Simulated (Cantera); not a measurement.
**Transport properties of process gases**

Gas mixture: 29.1 % CO2, 44.4 % NH3, 10.6 % CH4, 15.9 % N2, at 0.00210 bar, frozen composition.

Cantera's kinetic-theory transport with the Lennard-Jones parameters of GRI-Mech 3.0, ideal gas; thermal conductivity in the mixture-averaged form. Polar gases are described roughly by these parameters. The composition is frozen, though it would react at the higher temperatures.

```
T (K)  ρ (kg/m³)  cp (J/kg/K)  μ (µPa s)  λ (mW/m/K)     Pr  D (cm²/s) CO2  D (cm²/s) O  D (cm²/s) H2
-----  ---------  -----------  ---------  ----------  -----  -------------  -----------  ------------
400      0.00167         1438       17.7        36.4  0.698            135          253           597
650      0.00103         1723       26.9        66.0  0.701            332          591          1370
900     0.000744         1951       34.8        96.7  0.702            594         1030          2370
1150    0.000582         2135       41.9         127  0.706            911         1560          3580
1400    0.000478         2276       48.4         156  0.708           1280         2170          4960
1650    0.000406         2385       54.3         183  0.708           1690         2850          6520
1900    0.000353         2471       59.9         209  0.709           2140         3600          8240
2150    0.000312         2537       65.2         233  0.709           2640         4420         10100
```
D: mixture-averaged diffusion coefficient of that species in the mixture.
